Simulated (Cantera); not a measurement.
Input: 1 mol FeS, 1.2 mol SO₂, 0.38 mol CO₂, equilibrated at 1073.15 K and 13.3 mbar.

Equilibrium computed with Cantera from the NASA thermochemical tables; the gas is ideal and each condensed phase is pure. Candidate condensed phases: C, Fe, Fe(CO)₅, FeO, FeS, FeSO₄, FeS₂, Fe₂O₃, Fe₂(SO₄)₃, Fe₃O₄, S; 25 gas species. Mutual solubility and eutectic melting of coexisting phases are not modelled. FeS: taken at fixed stoichiometry. Gases not in the tables: S₃ to S₇. Equilibrium is a limit: real reactors are often held back by kinetics, nucleation or transport.

Base state: SO₂ 0.700, CO₂ 0.235, S₂ 0.0605, CO 0.00198, S₂O 0.00196, SO 0.000218, COS 0.000115 (mole fractions); condensed: FeS(s) + Fe₃O₄(s).

Q: What changes in the equilibrium state with this change: pressure from 13.3 mbar to 0.380 bar?

A: 
| species | before | after |
|---|---|---|
| SO₂ | 0.700 | 0.726 |
| CO₂ | 0.235 | 0.238 |
| S₂ | 0.0605 | 0.0319 |
| CO | 0.00198 | 0.000724 |
| SO | 0.000218 | 8.19e-5 |
| S₂O | 0.00196 | 0.00285 |
| COS | 0.000115 | 0.000163 |
| FeS(s), mol | 0.880 | 0.934 |
| Fe₃O₄(s), mol | 0.0401 | 0.0218 |
